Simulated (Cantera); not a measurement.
A perfectly stirred reactor is fed with CH₄ : N₂ = 1 : 70 (molar parts), at 0.0503 atm; it is held at 1625 K, and followed from long to short residence time.

Detailed kinetics in Cantera: GRI-Mech 3.0 (53 species, 325 reactions). GRI-Mech 3.0 stops at C3 and has no aromatics, soot or wall deposition, so with more carbon than oxygen in the feed, carbon stays in small species such as C2H2 where larger ones or solid carbon would form.

x: mole fraction; the columns are a selection and need not sum to one.

```
τ (s)      x CH₄     x CH₃    x C₂H₂    x C₂H₆      x H
-------  -------  --------  --------  --------  -------
6.3      0.00199   6.28e-5         …   4.33e-7  2.82e-5
2.1      0.00364  0.000102         …   1.18e-6  2.20e-5
0.70     0.00618  0.000155         …   2.83e-6  1.53e-5
0.23     0.00941  0.000208         …   5.28e-6  8.49e-6
0.077     0.0124  0.000206         …   5.33e-6  2.76e-6
0.025     0.0139  0.000105         …   1.35e-6  4.21e-7
0.0085    0.0140   3.78e-5         …   1.60e-7  1.48e-7
0.0028    0.0141   1.25e-5         …   1.36e-8  1.18e-7
0.00093   0.0141   4.09e-6  3.74e-11  8.70e-10  1.10e-7
```

### Question
Fill in the missing entries.

### Answer

- 6.3, x C₂H₂: 0.00591
- 2.1, x C₂H₂: 0.00504
- 0.70, x C₂H₂: 0.00368
- 0.23, x C₂H₂: 0.00190
- 0.077, x C₂H₂: 0.000424
- 0.025, x C₂H₂: 1.55e-5
- 0.0085, x C₂H₂: 2.57e-7
- 0.0028, x C₂H₂: 3.16e-9
